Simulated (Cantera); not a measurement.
Input: 1 mol SiCl4, 0.15 mol O2, 13 mol N2, 0.81 mol O3, at 1725 °C and 10000 Pa.

These are equilibrium values from Cantera (NASA tables, ideal gas, pure condensed phases), not measurements of a reactor. Candidate condensed phases: Si, SiO2, Si2N2O, Si3N4; 23 gas species. The tables hold silica as quartz up to 1696 K and as liquid above; real silica turns to tridymite and cristobalite and melts near 1996 K. The numbers say what is thermodynamically allowed, not how fast it happens.

Base state: N2 0.754, Cl 0.215, O2 0.0198, Cl2 0.00862, NO 0.00229, O 0.000293, ClO 0.000145 (mole fractions); condensed: SiO2(l).

What changes in the equilibrium state with this change: SiCl4 replaced by HMDSO?


| species | before | after |
|---|---|---|
| N2 | 0.754 | 0.501 |
| H2 | 0 | 0.344 |
| CO | 0 | 0.143 |
| Cl | 0.215 | 0 |
| O2 | 0.0198 | <1e-9 |
| SiO | 4.45e-6 | 0.00133 |
| Cl2 | 0.00862 | 0 |
| HCN | 0 | 0.00608 |
| H | 0 | 0.00298 |
| NO | 0.00229 | <1e-9 |
| SiO2(l), mol | 1.000 | 0 |
| C(graphite), mol | 0 | 0.160 |
| SiC(s), mol | 0 | 1.96 |
The feed counts by its element totals alone. Further candidate phases: C, C6H6, C7H8, C8H18, H2O, SiC.
